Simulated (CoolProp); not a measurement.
Vapour-liquid equilibrium of propylene (1) + R125 (2) at 60.3 kPa; x and y are mole fractions of (1).

The numbers come from the multi-fluid Helmholtz-energy mixture model, Lemmon 2013 and Lemmon 2005; pair parameters Bell 2016 in CoolProp.

Give the bubble temperature and the first vapour's composition at x = 0.05, 0.25, 0.75. Is there an azeotrope?

x = 0.05: 213.0 K, y = 0.148; x = 0.25: 209.3 K, y = 0.407; x = 0.75: 209.1 K, y = 0.613. y crosses x between x = 0.45 and 0.55: the model has an azeotrope there.

The pair parameters rest on a limited set of measurements; away from them the model extrapolates.
